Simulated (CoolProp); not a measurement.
Computed with CoolProp (reference Helmholtz-energy equation of state, Setzmann 1991).

Q: Give the vapour pressure (MPa), liquid density (kg/m³), liquid cp (kJ/(kg K)), vapour Z of saturated methane at -165.45, -124.65 °C.

A: 
```json
[
 {"T (°C)": "-165.45", "p (MPa)": "0.0722", "liquid density (kg/m³)": "428", "liquid cp (kJ/(kg K))": "3.45", "vapour Z": "0.972"},
 {"T (°C)": "-124.65", "p (MPa)": "0.971", "liquid density (kg/m³)": "361", "liquid cp (kJ/(kg K))": "4.01", "vapour Z": "0.828"}
]
```
